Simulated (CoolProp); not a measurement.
Computed with CoolProp (reference Helmholtz-energy equation of state, Zhou 2012).

Question: Give the vapour pressure (MPa), vapour Z, surface tension (mN/m), liquid conductivity (mW/(m K)) of saturated ethylbenzene at 561.1 K.

Answer: 
```
T (K)  p (MPa)  vapour Z  surface tension (mN/m)  liquid conductivity (mW/(m K))
-----  -------  --------  ----------------------  ------------------------------
561.1     1.77     0.676                    3.42                            78.7
```

Thermal conductivity comes from a separate model (Mylona 2014). Surface tension comes from a separate correlation (Mulero 2014).
